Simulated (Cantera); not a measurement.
A perfectly stirred reactor is fed with H2 : O2 : N2 = 1.8 : 1 : 7.3 (molar parts), equivalence ratio 0.90, at 100.0 Torr; it is held at 1150 K, and followed from long to short residence time.

Detailed kinetics in Cantera: the H2/O2 subset of GRI-Mech 3.0, which has no nitrogen chemistry. The temperature is held fixed by assumption; the heat of reaction is taken as removed at once.

Problem. Predict: x(H2) at τ = 0.860 s; x(O2) at τ = 0.860 s; x(OH) at τ = 0.860 s; x(O) at τ = 0.860 s; x(H2O2) at τ = 0.860 s; x(H2) at τ = 8.10 ms; x(O2) at τ = 8.10 ms; x(OH) at τ = 8.10 ms; x(O) at τ = 8.10 ms; x(H2O2) at τ = 8.10 ms.

Solution. 
- x(H2) at τ = 0.860 s = 0.00137
- x(O2) at τ = 0.860 s = 0.0115
- x(OH) at τ = 0.860 s = 0.000349
- x(O) at τ = 0.860 s = 0.000120
- x(H2O2) at τ = 0.860 s = 5.34e-7
- x(H2) at τ = 8.10 ms = 0.0149
- x(O2) at τ = 8.10 ms = 0.0203
- x(OH) at τ = 8.10 ms = 0.00147
- x(O) at τ = 8.10 ms = 0.00215
- x(H2O2) at τ = 8.10 ms = 5.25e-7
